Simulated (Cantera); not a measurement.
An adiabatic, constant-volume homogeneous reactor starts with C3H8 : O2 : N2 = 1 : 3.33 : 12.5 (molar parts), equivalence ratio 1.5, at 1350 K and 610000 Pa. Integrator tolerance rtol = 1e-08.

Cantera simulation using GRI-Mech 3.0 (53 species, 325 reactions); the numbers are that mechanism's predictions, not measurements. GRI-Mech 3.0 was tuned for natural gas; its chemistry of propane as a main component is partial and can be far from experiment. Above 3000 K some thermodynamic fits are extrapolated.

```
quantity                                                              before                                      after
---------------------------------  -----------------------------------------  -----------------------------------------
time of steepest temperature rise                                   0.170 ms                                    2.94 µs
temperature at 1.00 s                                                 3060 K                                     3251 K
equilibrium temperature                                               3060 K                                     3251 K
x(C3H8) at 1.00 s                      <1e-12 (gas-phase equilibrium <1e-12)      <1e-12 (gas-phase equilibrium <1e-12)
x(O2) at 1.00 s                    0.000996 (gas-phase equilibrium 0.000996)    0.00286 (gas-phase equilibrium 0.00286)
x(H2O2) at 1.00 s                    3.23e-7 (gas-phase equilibrium 3.23e-7)    5.68e-7 (gas-phase equilibrium 5.68e-7)
x(HCO) at 1.00 s                     1.54e-6 (gas-phase equilibrium 1.54e-6)    2.08e-6 (gas-phase equilibrium 2.08e-6)
x(CH3) at 1.00 s                   6.77e-11 (gas-phase equilibrium 7.81e-11)  6.28e-11 (gas-phase equilibrium 7.42e-11)
```

**Question.** What was changed between the two runs?
A. initial temperature 1350 to 1800 K
B. pressure from 610000 Pa to 500000 Pa
C. initial temperature 1350 to 1375 K
D. pressure from 610000 Pa to 220000 Pa

**Answer.** A, initial temperature 1350 to 1800 K
